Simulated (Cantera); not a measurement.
Mixture: CO : H2 : CH4 : O2 : N2 = 1 : 0.97 : 0.98 : 5.35 : 20.1 (molar parts), at 750 Torr, adiabatic and at constant volume. Ignition delay is the time to a rise of 400 K.

Computed with Cantera and GRI-Mech 3.0 (53 species, 325 reactions).

Question: What does this change do: constant pressure in place of constant volume?

Answer: 
```json
[
 {"quantity": "delay at 1275 K", "before": "0.296 ms", "after": "0.321 ms"},
 {"quantity": "delay at 1425 K", "before": "0.122 ms", "after": "0.130 ms"},
 {"quantity": "delay at 1575 K", "before": "62.7 µs", "after": "66.6 µs"},
 {"quantity": "delay at 1725 K", "before": "36.0 µs", "after": "38.7 µs"},
 {"quantity": "delay at 1875 K", "before": "22.1 µs", "after": "24.9 µs"}
]
```
Where the delays flatten at high temperature, the 400 K rule measures the pace of heat release, not the induction time.

Question: What does this change do: pressure from 750 Torr to 9750 Torr?

Answer: 
```
quantity                                               before       after
--------------------------------------------------  ---------  ----------
delay at 1275 K                                      0.296 ms     71.6 µs
delay at 1425 K                                      0.122 ms     20.0 µs
delay at 1575 K                                       62.7 µs     8.03 µs
delay at 1725 K                                       36.0 µs     3.91 µs
delay at 1875 K                                       22.1 µs     2.15 µs
apparent activation energy between 1800 and 1950 K  91 kJ/mol  110 kJ/mol
```
The pressure lies above the range GRI-Mech 3.0 was tuned for (to about 10 atm).
